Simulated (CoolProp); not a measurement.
n-pentane along the isobar 101 kPa: density (kg/m³) from the reference equation and from simpler models built on Tc = 469.7 K, pc = 3368 kPa, ω = 0.251; each cubic takes its own stable root.

The numbers come from the reference Helmholtz-energy equation of state, Thol 2019 in CoolProp.

```tsv
T (K)	phase	reference
187.5	liquid	723.8
202	liquid	710.8
216.5	liquid	697.8
231	liquid	684.7
245.5	liquid	671.5
260	liquid	658.0
274.5	liquid	644.3
289	liquid	630.3
303.5	liquid	615.8
318	gas	2.870
332.5	gas	2.728
347	gas	2.602
361.5	gas	2.487
```

**Question.** How far does each simpler model (van der Waals, Redlich-Kwong, Soave-Redlich-Kwong, Peng-Robinson) lie from the reference over these 13 states: mean and median of the absolute difference, and the worst?

**Answer.** 
- van der Waals: mean 51.1 %, median 40.5 %, worst -99.5 % at 303.5 K and 101 kPa
- Redlich-Kwong: mean 14.8 %, median 11.1 %, worst -99.5 % at 303.5 K and 101 kPa
- Soave-Redlich-Kwong: mean 6.6 %, median 8.8 %, worst -10.5 % at 187.5 K and 101 kPa
- Peng-Robinson: mean 1.5 %, median 1.5 %, worst +3.1 % at 303.5 K and 101 kPa

At some of these states van der Waals, Redlich-Kwong gives the other phase, because its saturation line lies elsewhere.
